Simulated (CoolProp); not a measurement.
Vapour-liquid equilibrium of R152A (1) + R227EA (2) at 0.0672 bar; x and y are mole fractions of (1).

Values from CoolProp's multi-fluid Helmholtz-energy mixture model, Outcalt 1996 and Lemmon 2016; pair parameters Bell 2016.

| x | bubble temperature (K) | y at the bubble point | dew temperature at overall composition x (K) | liquid density (mol/L) |
|---|---|---|---|---|
| 0.05 | 207.9 | 0.068 | 208.0 | 10.23 |
| 0.2 | 206.8 | 0.289 | 207.3 | 10.95 |
| 0.35 | 205.4 | 0.490 | 206.4 | 11.76 |
| 0.5 | 204.1 | 0.647 | 205.3 | 12.67 |
| 0.65 | 203.0 | 0.766 | 204.0 | 13.70 |
| 0.8 | 202.2 | 0.865 | 202.7 | 14.87 |
| 0.95 | 201.5 | 0.963 | 201.6 | 16.24 |

No azeotrope shows between x = 0.05 and 0.95.

Pair parameters are fitted to limited data, so mixtures are less certain than the pure fluids. The gap from Raoult's law changes sign with composition, which may be real or a fault of the pair parameters; it wasn't checked against measurements.
